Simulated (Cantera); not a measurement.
An isothermal plug-flow reactor at 675 K and 42000 Pa (inlet), inlet velocity 0.14 m/s, active area per volume 64 1/m; feed H₂ : O₂ : N₂ : H₂O = 0.01 : 0.057 : 0.79 : 0.035 (molar parts).

Cantera simulation using Deutschmann's 1995 Pt surface mechanism with GRI-Mech 3.0 gas chemistry; the numbers are that mechanism's predictions, not measurements. Catalytic surfaces can have several steady states; this one follows from the mechanism file's or the stated starting coverage. Mass transfer to the wall is taken as infinitely fast.

One state of this run: x H₂ = 0.00321; x O₂ = 0.0601; x H₂O = 0.0474; θ free Pt = 0.0941; θ O* = 0.896; θ OH* = 0.00969. x: gas mole fraction; θ: surface coverage.

Which value of z (m) does it belong to?
A) 5.4e-05
B) 0.003
C) 0.00054
D) 0.0054

C, 0.00054
